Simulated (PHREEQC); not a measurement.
Consider water at 17 °C with 4 mol MgCl2 and 0.47 mol MnCl2 per kg of water. Closed to the air; pH follows from the charge balance.

The numbers come from PHREEQC with the Pitzer model, pitzer.dat.

Question: The ionic strength comes out as 13.4 mol/kgw. What activity coefficients do Mg+2, MgOH+, Mn+2, Cl-, H+ get?

Answer: Mg+2 990, MgOH+ 2.7, Mn+2 120, Cl- 0.86, H+ 94. Single-ion values are on the MacInnes scale.

This is a speciation only: nothing precipitates in the calculation. Complexes and solids missing from the database can't appear. In brines, pH and single-ion activities rest on the MacInnes convention.
